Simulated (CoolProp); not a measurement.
Saturation properties of n-undecane.

Values from CoolProp's reference Helmholtz-energy equation of state, Aleksandrov 2011. It is a short technical equation, of lower accuracy than the large ones.

```csv
T (K),p (MPa),liquid density (kg/m³),vapour Z,surface tension (mN/m)
480.6,0.1337,588.5,0.9165,8.81
491.2,0.1698,578.4,0.9017,8.04
501.8,0.2130,567.9,0.8851,7.29
512.4,0.2642,557.1,0.8666,6.55
522.9,0.3240,545.8,0.8463,5.84
533.5,0.3943,533.9,0.8236,5.15
544.1,0.4760,521.4,0.7985,4.47
554.7,0.5702,508.1,0.7707,3.83
565.2,0.6771,494.0,0.7401,3.21
575.8,0.8005,478.6,0.7056,2.61
586.4,0.9411,461.7,0.6669,2.05
```

It boils at 468.9 K under 1 atm.

Surface tension comes from a separate correlation (Mulero 2014).
